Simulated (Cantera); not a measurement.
A closed system holds: 1 mol SiCl₄, 7.1 mol N₂, 1.6 mol NH₃, at 49000 Pa.

Method: chemical equilibrium by Gibbs-energy minimisation in Cantera with the NASA 1993 tables (ideal gas, pure condensed phases). Candidate condensed phases: NH₄Cl, Si, Si₃N₄; 28 gas species. Rates play no part.

Problem. Which condensed phases are stable at each of these points (T (K)): 1498, 1548, 1598, 1648, 1698, 1748, 1798, 1848?

Solution. 
```tsv
T (K)	condensed phases	Si condensed (%)
1498	Si₃N₄(s)	59.8
1548	Si₃N₄(s)	56.1
1598	Si₃N₄(s)	50.4
1648	Si₃N₄(s)	42.3
1698	Si₃N₄(s)	32.1
1748	Si₃N₄(s)	20.3
1798	Si₃N₄(s)	8.0
1848	gas only	0.0
```

From 1498 K to 1798 K the condensed part is Si₃N₄(s). At 1848 K nothing is condensed.
